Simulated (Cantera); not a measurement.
A Cantera script and what it prints.

```python
import numpy as np
import cantera as ct

gas_names = """
    C CO COS CO2 CS CS2 C2 C2O C3 C3O2 C4 C5 Fe FeC5O5 FeO O O2 O3 S SO SO2 SO3 S2 S2O S8
""".split()
cond_names = """
    C(gr) Fe(a) Fe(c) Fe(d) Fe(L) FeC5O5(L) FeO(s) FeO(L) FeS(a) FeS(b) FeS(c) FeS(L) FeSO4(s) FeS2(s)
    Fe2O3(s) Fe2S3O12(s) Fe3O4(s) S(cr1) S(cr2) S(L)
""".split()


# ... load() reads the species with a 1 bar reference pressure and builds the phases ...
atoms = {
    'FeS': {'Fe': 1, 'S': 1},
    'SO3': {'S': 1, 'O': 3},
    'CO2': {'C': 1, 'O': 2},
}
top_T = {'C(gr)': 4500, 'FeSO4(s)': 950, 'FeS2(s)': 1010, 'Fe2O3(s)': 1830, 'Fe2S3O12(s)': 1100, 'Fe3O4(s)': 1870}  # K; cautious upper limits of use, not melting points


# ... equilibrate(T, P, feed) seeds the gas with the atoms and calls Mixture.equilibrate('TP', solver="vcs", rtol=1e-11, max_steps=5000) ...
results = []
feed = {'FeS': 1, 'SO3': 0.15, 'CO2': 0.9}  # mol
P = 10000  # Pa
for T in [798, 898, 998, 1098, 1198, 1298, 1398]:
    mix = equilibrate(T, P, feed)
    results.append((T, P, feed, dict(zip(mix.species_names, mix.species_moles))))

top = {s: max(r[3][s] / sum(r[3][g] for g in gas_names) for r in results) for s in gas_names}
cols = sorted((s for s in top if top[s] > 0.0001), key=lambda s: -top[s])[:5]
seen = [c for c in cond_names if any(r[3].get(c, 0) > 1e-12 for r in results)]
print("log10 of partial pressures in bar; condensed amounts in mol")
print(f"{'T/K':>10s}" + "".join(f"{s[:9]:>10s}" for s in cols + seen))
for T, P, feed, n in results:
    ng = sum(n[g] for g in gas_names)
    print(f"{T:10.4g}" + "".join(f"{np.log10(max(n[s] / ng * P / 1e5, 1e-99)):10.3f}" for s in cols)
          + "".join(f"{n.get(c, 0):10.4g}" for c in seen))
```

Result:

```
log10 of partial pressures in bar; condensed amounts in mol
       T/K       CO2       SO2        CO        S2        SO    FeO(s)    FeS(c)   FeS2(s)  Fe3O4(s)
       798    -1.018    -2.416    -4.851    -4.052    -8.011         0    0.3202     0.396   0.09459
       898    -1.086    -1.761    -4.302    -3.252    -6.596         0     0.947         0   0.01766
       998    -1.088    -1.769    -3.651    -3.030    -5.835         0    0.9413         0   0.01958
      1098    -1.092    -1.776    -3.121    -2.847    -5.214         0    0.9327         0   0.02244
      1198    -1.101    -1.782    -2.687    -2.693    -4.696         0    0.9199         0   0.02671
      1298    -1.125    -1.766    -2.337    -2.523    -4.237    0.1147    0.8853         0         0
      1398    -1.167    -1.778    -2.022    -2.273    -3.832    0.1726    0.8274         0         0
```

Method: chemical equilibrium by Gibbs-energy minimisation in Cantera with the NASA 1993 tables (ideal gas, pure condensed phases). Metal and sulfide melt together well below either melting point, which pure phases cannot show. Mutual solubility and eutectic melting of coexisting phases are not modelled. The tables' stoichiometric FeO is somewhat more stable than real wüstite, so its field is too wide. FeO, FeS: taken at fixed stoichiometry. Gases not in the tables: S3 to S7.
